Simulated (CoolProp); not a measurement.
Properties of carbon monoxide along the isotherm 305.7 K (Tc = 132.9 K, pc = 3.498 MPa, ω = 0.050).

The numbers come from the reference Helmholtz-energy equation of state, Lemmon 2006 in CoolProp. It is a short technical equation, of lower accuracy than the large ones.

```
p (MPa)          phase       Z  speed of sound (m/s)  Joule-Thomson coefficient (K/MPa)  isothermal compressibility (1/MPa)  expansivity (1/kK)  fugacity coefficient
-------  -------------  ------  --------------------  ---------------------------------  ----------------------------------  ------------------  --------------------
1.75               gas  0.9959                 359.2                              2.257                              0.5732               3.424                0.9955
3.5      supercritical  0.9937                 362.8                              2.088                              0.2865               3.563                0.9919
5.25     supercritical  0.9931                 367.3                              1.925                              0.1903               3.686                0.9892
7        supercritical  0.9942                 372.4                              1.768                              0.1418               3.792                0.9874
8.75     supercritical  0.9968                 378.1                              1.617                              0.1123               3.879                0.9863
10.5     supercritical   1.001                 384.5                              1.472                             0.09245               3.947                0.9861
12.2     supercritical   1.006                 391.2                              1.336                             0.07841               3.994                0.9866
14       supercritical   1.014                 398.9                              1.200                             0.06709               4.024                0.9880
15.7     supercritical   1.022                 406.7                              1.077                             0.05867               4.035                0.9899
17.5     supercritical   1.032                 415.4                             0.9540                             0.05144               4.029                0.9928
```
